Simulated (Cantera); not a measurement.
A Cantera script and what it prints.

```python
import numpy as np
import cantera as ct

gas_names = """
    O O2 O3 S SO SO2 SO3 S2 S2O S8
""".split()
cond_names = """
    S(cr1) S(cr2) S(L)
""".split()


# ... load() reads the species with a 1 bar reference pressure and builds the phases ...
atoms = {
    'SO2': {'S': 1, 'O': 2},
    'O2': {'O': 2},
}
top_T = {}  # K; cautious upper limits of use, not melting points


# ... equilibrate(T, P, feed) seeds the gas with the atoms and calls Mixture.equilibrate('TP', solver="vcs", rtol=1e-11, max_steps=5000) ...
results = []
feed = {'SO2': 1, 'O2': 0.7}  # mol
T = 2248  # K
P = 11000  # Pa
mix = equilibrate(T, P, feed)
results.append((T, P, feed, dict(zip(mix.species_names, mix.species_moles))))
print(gas.report(threshold=1e-05))
for i in range(1, mix.n_phases):
    print(f"{mix.phase(i).name:16s} {mix.phase_moles(i):12.5e} mol")
```

Output:

```
       temperature   2248 K
          pressure   11000 Pa
           density   0.029786 kg/m^3
  mean mol. weight   50.611 kg/kmol
   phase of matter   gas

                          1 kg             1 kmol
                     ---------------   ---------------
          enthalpy       -1.6021e+06       -8.1085e+07  J
   internal energy       -1.9714e+06       -9.9775e+07  J
           entropy            6777.9        3.4304e+05  J/K
    Gibbs function       -1.6839e+07       -8.5223e+08  J
 heat capacity c_p            990.87             50149  J/K
 heat capacity c_v            826.59             41835  J/K

                      mass frac. Y      mole frac. X     chem. pot. / RT
                     ---------------   ---------------   ---------------
                 O          0.002218         0.0070164           -16.146
                O2           0.25769           0.40759           -32.291
                SO         0.0028621         0.0030141            -39.14
               SO2           0.73663             0.582           -55.285
               SO3        0.00059115        0.00037371           -71.431
     [   +5 minor]        2.8906e-06        4.5108e-06

S(L)              0.00000e+00 mol
```

These are equilibrium values from Cantera (NASA tables, ideal gas, pure condensed phases), not measurements of a reactor.
